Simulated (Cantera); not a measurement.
An adiabatic, constant-volume homogeneous reactor starts with C2H4 : O2 : N2 : CO2 = 1 : 4.11 : 15.5 : 1.2 (molar parts), at 1425 K and 9.10 bar. Integrator tolerance rtol = 1e-08.

Computed with Cantera and GRI-Mech 3.0 (53 species, 325 reactions). GRI-Mech 3.0 was tuned for natural gas; its chemistry of ethylene as a main component is partial and can be far from experiment.

Question: What does this change do: constant pressure in place of constant volume?

Answer: 
```
quantity                                                            before                                    after
---------------------------------  ---------------------------------------  ---------------------------------------
time of steepest temperature rise                                  12.9 µs                                  13.7 µs
temperature at 0.300 s                                              2885 K                                   2685 K
equilibrium temperature                                             2885 K                                   2685 K
x(C2H4) at 0.300 s                   <1e-12 (gas-phase equilibrium <1e-12)    <1e-12 (gas-phase equilibrium <1e-12)
x(O2) at 0.300 s                     0.0500 (gas-phase equilibrium 0.0500)    0.0493 (gas-phase equilibrium 0.0493)
x(CO2) at 0.300 s                      0.118 (gas-phase equilibrium 0.118)      0.127 (gas-phase equilibrium 0.127)
x(OH) at 0.300 s                     0.0124 (gas-phase equilibrium 0.0124)  0.00912 (gas-phase equilibrium 0.00912)
x(N2O) at 0.300 s                  4.30e-6 (gas-phase equilibrium 4.30e-6)  2.24e-6 (gas-phase equilibrium 2.24e-6)
```

Question: What does this change do: pressure from 9.10 bar to 5.00 bar?

Answer: 
```
quantity                                                            before                                    after
---------------------------------  ---------------------------------------  ---------------------------------------
time of steepest temperature rise                                  12.9 µs                                  16.0 µs
temperature at 0.300 s                                              2885 K                                   2847 K
equilibrium temperature                                             2885 K                                   2847 K
x(C2H4) at 0.300 s                   <1e-12 (gas-phase equilibrium <1e-12)    <1e-12 (gas-phase equilibrium <1e-12)
x(O2) at 0.300 s                     0.0500 (gas-phase equilibrium 0.0500)    0.0514 (gas-phase equilibrium 0.0514)
x(CO2) at 0.300 s                      0.118 (gas-phase equilibrium 0.118)      0.114 (gas-phase equilibrium 0.114)
x(OH) at 0.300 s                     0.0124 (gas-phase equilibrium 0.0124)    0.0131 (gas-phase equilibrium 0.0131)
x(N2O) at 0.300 s                  4.30e-6 (gas-phase equilibrium 4.30e-6)  3.04e-6 (gas-phase equilibrium 3.04e-6)
```
